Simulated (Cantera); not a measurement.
# Roasting and sulfation: MgCO₃ + O₂ + H₂S

A closed system holds: 1 mol MgCO₃, 0.89 mol O₂, 0.14 mol H₂S, equilibrated at 1 atm.

Cantera equilibrium calculation (NASA polynomials, part measured and part estimated; ideal gas, pure solids and liquids). Candidate condensed phases: C, C₆H₆, C₇H₈, C₈H₁₈, H₂O, H₂SO₄, Mg, MgCO₃, MgO, Mg(OH)₂, MgS, MgSO₄, S; 130 gas species. Mutual solubility and eutectic melting of coexisting phases are not modelled. Rates play no part.

```csv
T (K),x CO₂,x O₂,x H₂O,x SO₂,x SO₃,n MgO(s),n MgSO₄(s)
675,0.571,0.349,0.0800,<1e-12,<1e-12,0.860,0.140
775,0.571,0.349,0.0800,8.59e-12,2.83e-10,0.860,0.140
875,0.571,0.349,0.0800,7.21e-9,4.16e-8,0.860,0.140
975,0.571,0.349,0.0800,1.47e-6,2.14e-6,0.860,0.140
1075,0.571,0.349,0.0800,0.000108,5.12e-5,0.860,0.140
1175,0.568,0.348,0.0795,0.00372,0.000698,0.868,0.132
1275,0.512,0.345,0.0716,0.0660,0.00567,1.00,0
1375,0.511,0.346,0.0715,0.0685,0.00305,1.00,0
1475,0.511,0.346,0.0715,0.0697,0.00176,1.00,0
1575,0.510,0.347,0.0714,0.0704,0.00108,1.00,0
1675,0.510,0.347,0.0713,0.0707,0.000706,1.00,0
1775,0.510,0.347,0.0711,0.0709,0.000483,1.000,0
1875,0.510,0.347,0.0709,0.0711,0.000344,1.000,0
```
x: gas mole fraction; n: condensed amount in mol.

From 675 K to 1175 K the condensed part is MgO(s) + MgSO₄(s). From 1275 K to 1875 K the condensed part is MgO(s).
